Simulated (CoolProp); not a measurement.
Vapour-liquid equilibrium of R22 (1) + R152A (2) at 282.5 K; x and y are mole fractions of (1).

The numbers come from the multi-fluid Helmholtz-energy mixture model, Kamei 1995 and Outcalt 1996; pair parameters Bell 2016 in CoolProp.

Give the bubble pressure and the first vapour's composition at x = 0.35, 0.5, 0.8. Is there an azeotrope?

x = 0.35: 0.4495 MPa, y = 0.465; x = 0.5: 0.4925 MPa, y = 0.625; x = 0.8: 0.5925 MPa, y = 0.880. No azeotrope shows between x = 0.05 and 0.95.

The pair parameters rest on a limited set of measurements; away from them the model extrapolates.
